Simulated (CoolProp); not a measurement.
CH2F2 (R32) at 374.91 K and 0.136 MPa flows at 0.11 m/s in a round tube of 4.6 mm bore and 1.5 µm roughness, fully developed (64/Re and Nu = 3.66 if laminar; Colebrook and Gnielinski if turbulent). Each further row changes one setting.

Computed with CoolProp (reference Helmholtz-energy equation of state, Tillner-Roth 1997).

```json
[
 {"case": "as stated", "Reynolds number": "___", "Darcy friction factor": "0.926", "pressure drop (Pa/m)": "2.78", "heat-transfer coefficient (W/(m² K))": "16.2", "mass flow (kg/h)": "___"},
 {"case": "velocity 0.22 m/s", "Reynolds number": "138", "Darcy friction factor": "0.463", "pressure drop (Pa/m)": "___", "heat-transfer coefficient (W/(m² K))": "16.2", "mass flow (kg/h)": "___"},
 {"case": "diameter 9.2 mm", "Reynolds number": "138", "Darcy friction factor": "0.463", "pressure drop (Pa/m)": "0.696", "heat-transfer coefficient (W/(m² K))": "8.08", "mass flow (kg/h)": "0.0602"}
]
```

Question: Complete the blanks.

Answer: 
- as stated, Reynolds number: 69.1
- as stated, mass flow (kg/h): 0.0150
- velocity 0.22 m/s, pressure drop (Pa/m): 5.57
- velocity 0.22 m/s, mass flow (kg/h): 0.0301

Viscosity comes from a separate model (Bell 2016), an estimate that may be off by 10 % or more. Thermal conductivity comes from a separate model (Huber 2003), an estimate that may be off by 10 % or more.
